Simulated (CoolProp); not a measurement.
Normal hydrogen along the isotherm 46.3 K: Z from the reference equation and from simpler models built on Tc = 33.1 K, pc = 1.296 MPa, ω = -0.219; each cubic takes its own stable root.

Values from CoolProp's reference Helmholtz-energy equation of state, Leachman 2009.

| p (MPa) | phase | reference | Pitzer virial | van der Waals | Redlich-Kwong | Peng-Robinson |
|---|---|---|---|---|---|---|
| 0.0432 | gas | 0.9957 | 0.9956 | 0.9958 | 0.9959 | 0.9941 |
| 0.0864 | gas | 0.9914 | 0.9912 | 0.9915 | 0.9918 | 0.9882 |
| 0.13 | gas | 0.9870 | 0.9867 | 0.9872 | 0.9876 | 0.9823 |
| 0.173 | gas | 0.9827 | 0.9823 | 0.9829 | 0.9835 | 0.9764 |
| 0.216 | gas | 0.9783 | 0.9779 | 0.9787 | 0.9795 | 0.9705 |
| 0.259 | gas | 0.9739 | 0.9735 | 0.9744 | 0.9754 | 0.9646 |
| 0.302 | gas | 0.9695 | 0.9691 | 0.9700 | 0.9713 | 0.9588 |
| 0.346 | gas | 0.9650 | 0.9646 | 0.9656 | 0.9671 | 0.9527 |
| 0.389 | gas | 0.9606 | 0.9602 | 0.9612 | 0.9630 | 0.9468 |
| 0.432 | gas | 0.9561 | 0.9558 | 0.9569 | 0.9590 | 0.9410 |
| 0.475 | gas | 0.9517 | 0.9514 | 0.9525 | 0.9549 | 0.9351 |
| 0.519 | gas | 0.9471 | 0.9469 | 0.9480 | 0.9508 | 0.9290 |
| 0.562 | gas | 0.9426 | 0.9425 | 0.9435 | 0.9467 | 0.9231 |
| 0.605 | gas | 0.9381 | 0.9381 | 0.9391 | 0.9426 | 0.9172 |
| 0.648 | gas | 0.9336 | 0.9337 | 0.9346 | 0.9386 | 0.9113 |
